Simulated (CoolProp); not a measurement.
Properties of oxygen at several states (Tc = 154.6 K, pc = 5046 kPa, ω = 0.022).

Values from CoolProp's reference Helmholtz-energy equation of state, Schmidt 1985. Above 300 K oxygen's equation is extrapolated.

```json
[
 {"T (K)": "550.4", "p (kPa)": "14400", "phase": "supercritical", "cp (kJ/(kg K))": "1.036", "Joule-Thomson coefficient (K/MPa)": "…", "isothermal compressibility (1/MPa)": "…"},
 {"T (K)": "381.9", "p (kPa)": "3340", "phase": "gas", "cp (kJ/(kg K))": "…", "Joule-Thomson coefficient (K/MPa)": "…", "isothermal compressibility (1/MPa)": "0.2997"},
 {"T (K)": "226.6", "p (kPa)": "21600", "phase": "supercritical", "cp (kJ/(kg K))": "…", "Joule-Thomson coefficient (K/MPa)": "…", "isothermal compressibility (1/MPa)": "…"}
]
```

Problem. Complete the blanks.

Solution. 
- 550.4, Joule-Thomson coefficient (K/MPa): 0.3243
- 550.4, isothermal compressibility (1/MPa): 0.06649
- 381.9, cp (kJ/(kg K)): 0.9651
- 381.9, Joule-Thomson coefficient (K/MPa): 1.473
- 226.6, cp (kJ/(kg K)): 1.730
- 226.6, Joule-Thomson coefficient (K/MPa): 1.247
- 226.6, isothermal compressibility (1/MPa): 0.03838
